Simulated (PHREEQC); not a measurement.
Consider water at 25 °C with 1.3 mol/kgw MgCl2 and 0.024 mol/kgw H3BO3. Closed to the air; pH follows from the charge balance.

Equilibrium calculation in PHREEQC: Pitzer model, pitzer.dat.

Each row changes one thing in this solution. Precipitation was switched off in this run.

```csv
case,pH,MgOH+ (mol/kgw),SI of Bischofite (MgCl2:6H2O),SI of MgCl2_4H2O (MgCl2:4H2O)
as made,4.42,4.07e-8,-4.40,-6.71
H3BO3 left out,5.72,8.08e-7,-4.41,-6.72
temperature from 25 to 30 °C,4.44,6.15e-8,-4.37,-6.65
MgCl2 from 1.3 to 0.13 mol/kgw,5.20,1.03e-8,-7.54,-9.92
1.4 mol/kgw MgBr2 added,3.38,1.38e-7,-3.14,-5.27
H3BO3 from 0.024 to 0.0216 mol/kgw,4.44,___,-4.40,-6.71
diluted 2-fold with water,4.96,3.15e-8,___,-7.92
```

**Question.** Complete the blanks.

**Answer.** 
- H3BO3 from 0.024 to 0.0216 mol/kgw, MgOH+ (mol/kgw): 4.29e-8
- diluted 2-fold with water, SI of Bischofite (MgCl2:6H2O): -5.56

In brines, pH and single-ion activities rest on the MacInnes convention.
